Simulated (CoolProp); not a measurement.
A simple Rankine cycle with methanol: condensing at 318.15 K, boiler at 1.63 MPa, turbine inlet 469.9 K, turbine efficiency 0.8, pump efficiency 0.8, no recuperator. Each further row changes one setting.

Computed with CoolProp (reference Helmholtz-energy equation of state, de Reuck 1993).

```json
[
 {"case": "as stated", "thermal efficiency (%)": "18.7", "net work (kJ/kg)": "250", "heat in (kJ/kg)": "1340", "turbine exit temperature (K)": "318.1", "volume ratio over the turbine": "25.7"},
 {"case": "turbine inlet 489.9 K", "thermal efficiency (%)": "19.0", "net work (kJ/kg)": "264", "heat in (kJ/kg)": "1390", "turbine exit temperature (K)": "318.1", "volume ratio over the turbine": "24.8"},
 {"case": "condensing temperature 310.15 K", "thermal efficiency (%)": "19.9", "net work (kJ/kg)": "271", "heat in (kJ/kg)": "1360", "turbine exit temperature (K)": "310.1", "volume ratio over the turbine": "36.0"},
 {"case": "boiler pressure 1.14 MPa", "thermal efficiency (%)": "17.2", "net work (kJ/kg)": "235", "heat in (kJ/kg)": "1360", "turbine exit temperature (K)": "318.1", "volume ratio over the turbine": "17.8"},
 {"case": "turbine efficiency 0.7", "thermal efficiency (%)": "16.3", "net work (kJ/kg)": "219", "heat in (kJ/kg)": "1340", "turbine exit temperature (K)": "318.1", "volume ratio over the turbine": "26.4"}
]
```

The expansion ends wet for: as stated; turbine inlet 489.9 K; condensing temperature 310.15 K; boiler pressure 1.14 MPa; turbine efficiency 0.7.
